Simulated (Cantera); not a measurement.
Charge: 1 mol ZrO₂, 180 mol H₂, 10 mol N₂, at 0.00770 bar.

These are equilibrium values from Cantera (NASA tables, ideal gas, pure condensed phases), not measurements of a reactor. Candidate condensed phases: H₂O, Zr, ZrN, ZrO₂; 28 gas species. Mutual solubility and eutectic melting of coexisting phases are not modelled. ZrN: taken at fixed stoichiometry. Condensed phases not in the tables: solid solutions among these carbides, nitrides and lower oxides. Kinetics and transport are ignored.

x: gas mole fraction; n: condensed amount in mol.

```
T (°C)   x H₂    x N₂       x H  x H₂O     x ZrO    x NH₃  n ZrN(s)  n ZrO₂(monoclinic)  n ZrO₂(tetragonal)
------  -----  ------  --------  -----  --------  -------  --------  ------------------  ------------------
1200    0.947  0.0526  0.000140    ___    <1e-12  1.10e-7  0.000304               1.000                   0
1250    0.947  0.0526  0.000256    ___    <1e-12  9.42e-8  0.000409                   0               1.000
1300    0.947  0.0526  0.000451    ___    <1e-12  8.17e-8  0.000539                   0               0.999
1350    0.947  0.0526  0.000766    ___  2.98e-12  7.15e-8  0.000699                   0               0.999
1400    0.946  0.0526   0.00126    ___  1.74e-11  6.31e-8  0.000891                   0               0.999
1450    0.945  0.0526   0.00202    ___  9.20e-11  5.60e-8   0.00112                   0               0.999
1500    0.944  0.0525   0.00315    ___  4.41e-10  5.00e-8   0.00139                   0               0.999
1550    0.943  0.0525   0.00479    ___   1.94e-9  4.50e-8   0.00171                   0               0.998
1600    0.940  0.0524   0.00713    ___   7.85e-9  4.06e-8   0.00207                   0               0.998
1650    0.937  0.0524    0.0104    ___   2.95e-8  3.67e-8   0.00248                   0               0.998
1700    0.933  0.0522    0.0149    ___   1.04e-7  3.33e-8   0.00294                   0               0.997
1750    0.927  0.0521    0.0208    ___   3.43e-7  3.03e-8   0.00343                   0               0.996
```

Question: Some entries are withheld; supply them.

Answer: 
- 1200, x H₂O: 3.20e-6
- 1250, x H₂O: 4.30e-6
- 1300, x H₂O: 5.67e-6
- 1350, x H₂O: 7.35e-6
- 1400, x H₂O: 9.38e-6
- 1450, x H₂O: 1.18e-5
- 1500, x H₂O: 1.46e-5
- 1550, x H₂O: 1.79e-5
- 1600, x H₂O: 2.17e-5
- 1650, x H₂O: 2.59e-5
- 1700, x H₂O: 3.07e-5
- 1750, x H₂O: 3.60e-5
